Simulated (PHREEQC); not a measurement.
A solution holds 130 mmol/kgw NaH2PO4 and 1.5 mmol/kgw HF, at 25 °C. Closed to the air; pH follows from the charge balance.

The numbers come from PHREEQC with the ion-association model, phreeqc.dat.

```tsv
quantity	before	after
pH	4.00	4.39
ionic strength (mol/kgw)	0.130	0.130
H3PO4 (mol/kgw)	0.00143	0.000576
F- (mol/kgw)	0.00130	0.000138
HF (mol/kgw)	0.000142	6.03e-6
```

**Question.** Which change was made?
A) HF from 0.0015 to 0.00015 mol/kgw
B) NaH2PO4 from 0.13 to 0.143 mol/kgw
C) diluted 5-fold with water
D) HF from 0.0015 to 0.0003 mol/kgw

**Answer.** A, HF from 0.0015 to 0.00015 mol/kgw

This is a speciation only: nothing precipitates in the calculation.
